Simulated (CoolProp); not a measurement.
The numbers come from the reference Helmholtz-energy equation of state, Gao 2022 in CoolProp.

Q: Give the vapour pressure (MPa), liquid density (kg/m³), enthalpy of vaporisation (kJ/kg), liquid cp (kJ/(kg K)) of saturated n-perfluorohexane at 298.6, 301.3 K.

A: 
```csv
T (K),p (MPa),liquid density (kg/m³),enthalpy of vaporisation (kJ/kg),liquid cp (kJ/(kg K))
298.6,0.0300,1670,93.0,1.05
301.3,0.0337,1670,92.3,1.05
```
